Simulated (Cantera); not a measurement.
A perfectly stirred reactor is fed with 10.4 % NH3, 89.6 % H2, at 0.0810 bar; it is held at 2300 K, and followed from long to short residence time.

Model: the gas-phase N/H chemistry of the illustrative SiF4/NH3 mechanism in the Surface Chemkin manual (1991), integrated in Cantera. Walls and surfaces, which speed up NH3 decomposition in real reactors, are not modelled.

x: mole fraction; the columns are a selection and need not sum to one.

```csv
τ (s),x NH3,x H2,x N2H4,x N,x NH
3.6,0.000134,0.923,<1e-12,1.59e-5,1.03e-5
1.6,0.000240,0.925,2.40e-12,2.17e-5,1.54e-5
0.70,…,0.931,8.67e-12,…,…
0.31,0.00289,0.940,5.79e-11,1.73e-5,3.03e-5
0.14,0.0124,0.940,2.91e-10,1.05e-5,3.53e-5
0.061,0.0302,0.932,8.45e-10,8.50e-6,4.15e-5
0.027,0.0529,0.920,1.69e-9,7.72e-6,4.70e-5
0.012,0.0744,0.909,2.53e-9,7.11e-6,4.99e-5
0.0052,…,0.901,…,…,4.86e-5
```

Task: Complete the blanks.

Result: 
- 0.70, x NH3: 0.000580
- 0.70, x N: 2.52e-5
- 0.70, x NH: 2.28e-5
- 0.0052, x NH3: 0.0899
- 0.0052, x N2H4: 3.00e-9
- 0.0052, x N: 6.22e-6
